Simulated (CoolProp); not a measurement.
Values from CoolProp's reference Helmholtz-energy equation of state, Thol 2017.

Task: For octamethyltrisiloxane (MDM), give the phase and the Z, cp (kJ/(kg K)), speed of sound (m/s), isothermal compressibility (1/MPa) at 301.85 °C and 10.8 MPa.

Result: 
- 301.85 °C and 10.8 MPa: supercritical; Z 0.942, cp 2.36, speed of sound 391, isothermal compressibility 0.0128
